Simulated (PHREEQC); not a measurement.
## Cooling-tower water

Synthetic water in mg/L, 25 °C, pH 6.23, pe 11: Na 15.2; K 80.3; Ca 161; Mg 42.2; Cl 193; S(6) as SO4 292; Alkalinity as HCO3 147; Pb 4.89; Sr 1.6; F 1.56; Ni 0.37.

Na is adjusted to close the charge balance.
Valence states are taken as typed.

Equilibrium calculation in PHREEQC: ion-association model, wateq4f.dat.

No solid was allowed to form.

Problem. Estimate the ionic strength.

Solution. ionic strength 0.0194 mol/kgw.

Problem. In which forms is S present?

Solution. SO4-2 73 %, CaSO4 17 %, MgSO4 8.7 %, KSO4- 0.6 % of the S.

Examples of supersaturated solids here: Cerrusite. Others may be too. Complexes and solids missing from the database can't appear. The database's nickel carbonate constants are estimates that later reviews lower a good deal.
